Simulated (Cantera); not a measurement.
## Equilibrium for silicon etching in halogen gases: Si + Br₂ + H₂ + HBr

Feed: 1 mol Si, 0.71 mol Br₂, 31 mol H₂, 5.5 mol HBr, held at 1298 K.

Cantera equilibrium calculation (NASA polynomials, part measured and part estimated; ideal gas, pure solids and liquids). Candidate condensed phases: Br₂, Si; 19 gas species. The tables' values for SiBr₃, SiBr are old estimates; treat these amounts as uncertain. The numbers say what is thermodynamically allowed, not how fast it happens.

From 1.00 Pa to 1.00 bar nothing is condensed. The main Si-bearing gas is SiBr₂ at 1.00 Pa and SiBr₄ at 1.00 bar.

| P (Pa) | x H₂ | x HBr | x SiBr₂ | x SiBr₄ | x Br | x SiHBr₃ |
|---|---|---|---|---|---|---|
| 1 | 0.841 | 0.121 | 0.0267 | 7.69e-7 | 0.0108 | 1.48e-7 |
| 4.20 | 0.841 | 0.126 | 0.0267 | 3.55e-6 | 0.00553 | 6.50e-7 |
| 18 | 0.841 | 0.129 | 0.0267 | 1.59e-5 | 0.00273 | 2.85e-6 |
| 75 | 0.841 | 0.130 | 0.0266 | 6.72e-5 | 0.00135 | 1.19e-5 |
| 320 | 0.842 | 0.131 | 0.0261 | 0.000282 | 0.000654 | 5.01e-5 |
| 1300 | 0.844 | 0.129 | 0.0249 | 0.00106 | 0.000320 | 0.000191 |
| 5600 | 0.849 | 0.124 | 0.0213 | 0.00358 | 0.000147 | 0.000677 |
| 24000 | 0.860 | 0.113 | 0.0147 | 0.00870 | 6.46e-5 | 0.00183 |
| 100000 | 0.872 | 0.101 | 0.00746 | 0.0145 | 2.81e-5 | 0.00345 |
x: gas mole fraction; nothing condenses.
